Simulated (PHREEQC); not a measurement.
A solution holds 0.25 mol/kgw NH4HF2, at 52 °C and 10 atm. Closed to the air; pH follows from the charge balance.

Model: ion-association model, phreeqc.dat, run in PHREEQC.

Problem. The ionic strength comes out as 0.251 mol/kgw. What activity coefficients do F-, H+, HF2-, NH4+ get?

Solution. F- 0.68, H+ 0.78, HF2- 0.73, NH4+ 0.65.

No solid was allowed to form. At this temperature some constants are extrapolated from 25 °C, and those without enthalpy data are left unchanged.
